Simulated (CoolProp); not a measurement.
A single-stage vapour-compression cycle with ammonia: evaporating at 262.15 K (dew point), condensing at 327.15 K (bubble point), superheat 8 K, subcooling 2 K, compressor efficiency 0.65, no pressure losses. Each further row changes one setting.

The numbers come from the reference Helmholtz-energy equation of state, Gao 2020 in CoolProp.

```
case                              cooling COP  pressure ratio  discharge temperature (K)  refrigerating effect (kJ/kg)  volumetric capacity (kJ/m³)
--------------------------------  -----------  --------------  -------------------------  ----------------------------  ---------------------------
as stated                                1.98            8.07                      501.9                          1020                         2260
evaporating temperature 267.15 K         2.23            6.60                        ___                          1020                          ___
condensing temperature 322.15 K          2.19             ___                      485.5                          1040                         2310
subcooling 7 K                           2.03            8.07                      501.9                          1040                         2310
superheat 18 K                            ___            8.07                        ___                          1040                         2210
compressor efficiency 0.55               1.67            8.07                        ___                          1020                         2260
```

Task: Some entries are withheld; supply them.

Result: 
- evaporating temperature 267.15 K, discharge temperature (K): 483.1
- evaporating temperature 267.15 K, volumetric capacity (kJ/m³): 2740
- condensing temperature 322.15 K, pressure ratio: 7.10
- superheat 18 K, cooling COP: 1.94
- superheat 18 K, discharge temperature (K): 519.6
- compressor efficiency 0.55, discharge temperature (K): 537.4
